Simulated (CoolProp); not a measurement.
Vapour-liquid equilibrium of benzene (1) + cyclohexane (2) at 284 kPa; x and y are mole fractions of (1).

Model: multi-fluid Helmholtz-energy mixture model, Thol 2012 and Zhou 2014; pair parameters Bell 2016, in CoolProp.

Q: Give the bubble temperature and the first vapour's composition at x = 0.45, 0.65, 0.75. Is there an azeotrope?

A: x = 0.45: 388.4 K, y = 0.470; x = 0.65: 388.2 K, y = 0.640; x = 0.75: 388.5 K, y = 0.728. y crosses x between x = 0.55 and 0.65: the model has an azeotrope there.

The pair parameters rest on a limited set of measurements; away from them the model extrapolates.
